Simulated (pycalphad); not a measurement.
All values are pycalphad results on the COST 507 light-alloy database (1999) (1 atm), not direct measurements. The data set is of 1999 and partly superseded. Amounts are mole fractions of atoms. Diffusion is slow at the low end, where real alloys seldom reach equilibrium.

Task: Give the equilibrium state of Ti-3.218Hf-1.13B (wt.%) at 1277 °C.

Result: bcc, fraction 0.905, with 3.4 Hf, 0.04 B wt.%; BM, fraction 0.095, with 0.46 Hf, 18.4 B wt.%.

Task: Give the equilibrium state of Ti-3.218Hf-1.13B (wt.%) at 377 °C.

Result: hcp, fraction 0.902, with 3.4 Hf, 0.01 B wt.%; BM, fraction 0.098, with 0.15 Hf, 18.4 B wt.%.

Database names, with the compositions (at.%) that they take in these runs: BM: Ti 50 B 50.
